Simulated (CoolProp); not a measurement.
Model: reference Helmholtz-energy equation of state, McLinden 2015, in CoolProp.

Q: For the fluoroketone C6F12O (FK-5-1-12), give the phase and the density (kg/m³), Joule-Thomson coefficient (K/MPa), isothermal compressibility (1/MPa), fugacity coefficient at 246.7 K and 0.123 bar.

A: 
- 246.7 K and 0.123 bar: liquid; density 1750, Joule-Thomson coefficient -0.322, isothermal compressibility 0.00159, fugacity coefficient 0.207
